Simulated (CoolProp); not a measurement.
Properties of nitrous oxide along the isobar 9210 kPa (Tc = 309.5 K, pc = 7245 kPa, ω = 0.161).

The numbers come from the reference Helmholtz-energy equation of state, Lemmon 2006 in CoolProp. It is a short technical equation, of lower accuracy than the large ones.

```csv
T (K),phase,density (kg/m³),cp (kJ/(kg K)),cv (kJ/(kg K)),Joule-Thomson coefficient (K/MPa),isothermal compressibility (1/MPa)
270.4,liquid,958.6,1.985,0.9077,0.1121,(withheld)
282,liquid,905.2,(withheld),0.9081,0.2825,0.007659
293.5,liquid,842.4,2.374,0.9125,0.5610,0.01246
305,liquid,759.8,2.947,0.9270,(withheld),0.02625
316.6,supercritical,605.0,6.083,0.9923,2.992,0.1480
328.1,supercritical,324.0,4.841,0.9966,6.788,0.3319
339.6,supercritical,(withheld),2.559,0.9135,7.048,0.2162
351.1,supercritical,213.5,1.953,0.8763,(withheld),0.1788
362.7,supercritical,191.3,(withheld),(withheld),6.284,0.1600
374.2,supercritical,175.5,1.525,0.8485,5.864,0.1486
385.7,supercritical,163.1,1.428,0.8444,5.471,0.1409
397.3,supercritical,153.0,1.361,0.8435,5.107,0.1353
408.8,supercritical,144.6,1.315,0.8447,(withheld),0.1310
420.3,supercritical,137.3,1.281,0.8471,4.477,0.1277
431.9,supercritical,131.0,1.255,0.8506,4.201,0.1250
443.4,supercritical,125.4,1.235,0.8548,3.950,0.1228
```

### Question
What belongs in the gaps?

### Answer

- 270.4, isothermal compressibility (1/MPa): 0.005270
- 282, cp (kJ/(kg K)): 2.128
- 305, Joule-Thomson coefficient (K/MPa): 1.119
- 339.6, density (kg/m³): 248.1
- 351.1, Joule-Thomson coefficient (K/MPa): 6.712
- 362.7, cp (kJ/(kg K)): 1.678
- 362.7, cv (kJ/(kg K)): 0.8577
- 408.8, Joule-Thomson coefficient (K/MPa): 4.778

The peak of cp marks the crossing from liquid-like to gas-like fluid above the critical point.
